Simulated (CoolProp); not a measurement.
Vapour-liquid equilibrium of propylene (1) + R114 (2) at 18.25 °C; x and y are mole fractions of (1).

Model: multi-fluid Helmholtz-energy mixture model, Lemmon 2013 and Platzer 1990; pair parameters Bell 2016, in CoolProp. This equation is an older, rougher fit; its heat capacities, sound speeds and derivatives of the liquid may be far off and weren't checked against measurements.

```
x     bubble pressure (MPa)  y at the bubble point  dew pressure at overall composition x (MPa)  liquid density (mol/L)
----  ---------------------  ---------------------  -------------------------------------------  ----------------------
0.05                 0.2242                  0.258                                       0.1798                   8.763
0.15                 0.3278                  0.528                                       0.1987                   9.036
0.25                 0.4255                  0.665                                       0.2220                   9.322
0.35                 0.5147                  0.748                                       0.2513                   9.623
0.45                 0.5949                  0.804                                       0.2894                   9.942
0.55                 0.6678                  0.846                                       0.3404                   10.28
0.65                 0.7356                  0.881                                       0.4120                   10.65
0.75                 0.8011                  0.914                                       0.5174                   11.06
0.85                 0.8670                  0.946                                       0.6747                   11.51
0.95                 0.9358                  0.981                                       0.8753                   12.02
```

No azeotrope shows between x = 0.05 and 0.95.

The pair parameters rest on a limited set of measurements; away from them the model extrapolates.
